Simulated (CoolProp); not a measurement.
R1234yf along the isobar 4.26 MPa: Z from the reference equation and from simpler models built on Tc = 367.8 K, pc = 3.384 MPa, ω = 0.276; each cubic takes its own stable root.

Model: reference Helmholtz-energy equation of state, Lemmon 2022, in CoolProp.

```json
[
 {"T (K)": "230.2", "phase": "liquid", "reference": "…", "van der Waals": "0.3228", "Redlich-Kwong": "0.2227", "Peng-Robinson": "0.1915"},
 {"T (K)": "236.2", "phase": "liquid", "reference": "0.1910", "van der Waals": "0.3177", "Redlich-Kwong": "0.2198", "Peng-Robinson": "0.1887"},
 {"T (K)": "242.3", "phase": "liquid", "reference": "0.1885", "van der Waals": "0.3130", "Redlich-Kwong": "0.2171", "Peng-Robinson": "0.1861"},
 {"T (K)": "248.4", "phase": "liquid", "reference": "0.1863", "van der Waals": "0.3086", "Redlich-Kwong": "0.2148", "Peng-Robinson": "0.1838"},
 {"T (K)": "254.4", "phase": "liquid", "reference": "…", "van der Waals": "0.3047", "Redlich-Kwong": "0.2127", "Peng-Robinson": "0.1818"},
 {"T (K)": "260.5", "phase": "liquid", "reference": "0.1824", "van der Waals": "0.3010", "Redlich-Kwong": "0.2109", "Peng-Robinson": "0.1800"},
 {"T (K)": "266.5", "phase": "liquid", "reference": "0.1808", "van der Waals": "0.2977", "Redlich-Kwong": "0.2094", "Peng-Robinson": "0.1785"},
 {"T (K)": "272.6", "phase": "liquid", "reference": "0.1793", "van der Waals": "0.2948", "Redlich-Kwong": "0.2082", "Peng-Robinson": "0.1772"},
 {"T (K)": "278.7", "phase": "liquid", "reference": "0.1781", "van der Waals": "0.2921", "Redlich-Kwong": "0.2072", "Peng-Robinson": "0.1762"},
 {"T (K)": "284.7", "phase": "liquid", "reference": "0.1771", "van der Waals": "…", "Redlich-Kwong": "0.2066", "Peng-Robinson": "0.1755"},
 {"T (K)": "290.8", "phase": "liquid", "reference": "0.1763", "van der Waals": "0.2879", "Redlich-Kwong": "0.2063", "Peng-Robinson": "0.1751"},
 {"T (K)": "296.8", "phase": "liquid", "reference": "0.1757", "van der Waals": "0.2863", "Redlich-Kwong": "0.2062", "Peng-Robinson": "0.1750"}
]
```

### Question
Complete the blanks.

### Answer

- 230.2, reference: 0.1937
- 254.4, reference: 0.1842
- 284.7, van der Waals: 0.2899
